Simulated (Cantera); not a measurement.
Feed: 1 mol c-C4F8, 0.12 mol HCl, at 0.750 Torr.

These are equilibrium values from Cantera (NASA tables, ideal gas, pure condensed phases), not measurements of a reactor. Candidate condensed phases: C, C6H6, C7H8, C8H18; 118 gas species. The feed counts by its element totals alone. Rates play no part.

Task: What share of the C ends up in condensed phases as a function of T (°C), at 2202, 2277, 2352, 2427, 2502, 2577, 2652, 2727, 2802?

Result: 
```
T (°C)  C condensed (%)           as
------  ---------------  -----------
2202               77.1  C(graphite)
2277               81.2  C(graphite)
2352               82.1  C(graphite)
2427               78.8  C(graphite)
2502               68.0  C(graphite)
2577               39.7  C(graphite)
2652                0.0            -
2727                0.0            -
2802                0.0            -
```
